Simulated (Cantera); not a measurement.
Input: 1 mol Ti(OiPr)4, 6.9 mol CH4, 2.3 mol H2, equilibrated at 750 Torr.

Cantera equilibrium calculation (NASA polynomials, part measured and part estimated; ideal gas, pure solids and liquids). Candidate condensed phases: C, C6H6, C7H8, C8H18, H2O, Ti, TiC, TiO, TiO2, Ti2O3, Ti3O5, Ti4O7; 113 gas species. The feed counts by its element totals alone. TiC: taken at fixed stoichiometry. Condensed phases not in the tables: Magnéli phases beyond Ti4O7. The numbers say what is thermodynamically allowed, not how fast it happens.

x: gas mole fraction; n: condensed amount in mol.

```tsv
T (°C)	x H2	x CO	x CH4	x H2O	x H	x C2H2 (acetylene)	n C(graphite)	n TiO2(rutile)	n Ti4O7(s)	n Ti3O5(s)	n TiC(s)
927	0.923	0.0616	0.0135	0.00148	1.90e-7	(withheld)	16.5	1.00	0	0	0
977	0.920	0.0692	0.00931	0.000959	4.64e-7	(withheld)	16.4	0	0.250	0	0
1027	0.923	0.0694	0.00670	0.000584	1.06e-6	(withheld)	16.5	0	0.250	0	0
1077	0.923	0.0719	0.00491	0.000380	2.29e-6	(withheld)	16.4	0	0	0.333	0
1127	0.924	0.0720	0.00369	0.000248	4.68e-6	(withheld)	16.5	0	0	0.333	0
1177	0.880	0.117	0.00256	0.000258	8.87e-6	(withheld)	13.8	0	0	0	1.00
1227	0.880	0.117	0.00199	0.000177	1.65e-5	(withheld)	13.8	0	0	0	1.00
1277	0.881	0.117	0.00158	0.000125	2.96e-5	(withheld)	13.8	0	0	0	1.00
1327	0.881	0.117	0.00127	9.04e-5	5.10e-5	(withheld)	13.9	0	0	0	1.00
1377	0.881	0.117	0.00103	6.66e-5	8.53e-5	(withheld)	13.9	0	0	0	1.00
1427	0.882	0.117	0.000851	4.99e-5	0.000138	(withheld)	13.9	0	0	0	1.00
1477	0.882	0.117	0.000710	3.81e-5	0.000218	(withheld)	13.9	0	0	0	1.00
1527	0.882	0.117	0.000598	2.95e-5	0.000336	(withheld)	13.9	0	0	0	1.00
1577	0.881	0.117	0.000509	2.32e-5	0.000506	(withheld)	13.9	0	0	0	1.00
```

Complete the blanks.


- 927, x C2H2 (acetylene): 9.48e-8
- 977, x C2H2 (acetylene): 2.32e-7
- 1027, x C2H2 (acetylene): 5.32e-7
- 1077, x C2H2 (acetylene): 1.14e-6
- 1127, x C2H2 (acetylene): 2.33e-6
- 1177, x C2H2 (acetylene): 4.29e-6
- 1227, x C2H2 (acetylene): 7.95e-6
- 1277, x C2H2 (acetylene): 1.41e-5
- 1327, x C2H2 (acetylene): 2.42e-5
- 1377, x C2H2 (acetylene): 4.02e-5
- 1427, x C2H2 (acetylene): 6.47e-5
- 1477, x C2H2 (acetylene): 0.000101
- 1527, x C2H2 (acetylene): 0.000155
- 1577, x C2H2 (acetylene): 0.000231
